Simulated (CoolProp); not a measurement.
C3F8 (R218) at 298.15 K and 1.6 MPa is throttled through a valve to 0.863 MPa with no heat exchange. Each further row changes one setting.

Values from CoolProp's reference Helmholtz-energy equation of state, Lemmon 2006. It is a short technical equation, of lower accuracy than the large ones.

```
case                       temperature change (K)                       final phase  final density (kg/m³)
-------------------------  ----------------------  --------------------------------  ---------------------
as stated                                    -0.2  two-phase, vapour fraction 0.000                   1320
outlet pressure 0.259 MPa                   -38.7  two-phase, vapour fraction 0.439                   56.0
outlet pressure 1.12 MPa                     -0.1                            liquid                   1330
```
